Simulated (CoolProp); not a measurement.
Vapour-liquid equilibrium of carbon dioxide (1) + isopentane (2) at 269.1 K; x and y are mole fractions of (1).

Model: multi-fluid Helmholtz-energy mixture model, Span 1996 and Lemmon 2006; pair parameters Kunz 2012, in CoolProp.

Q: Give the bubble pressure and the first vapour's composition at x = 0.35, 0.45, 0.65. Is there an azeotrope?

A: x = 0.35: 1.392 MPa, y = 0.977; x = 0.45: 1.648 MPa, y = 0.981; x = 0.65: 2.067 MPa, y = 0.986. No azeotrope shows between x = 0.05 and 0.95.

The pair parameters rest on a limited set of measurements; away from them the model extrapolates. The gap from Raoult's law changes sign with composition, which may be real or a fault of the pair parameters; it wasn't checked against measurements.
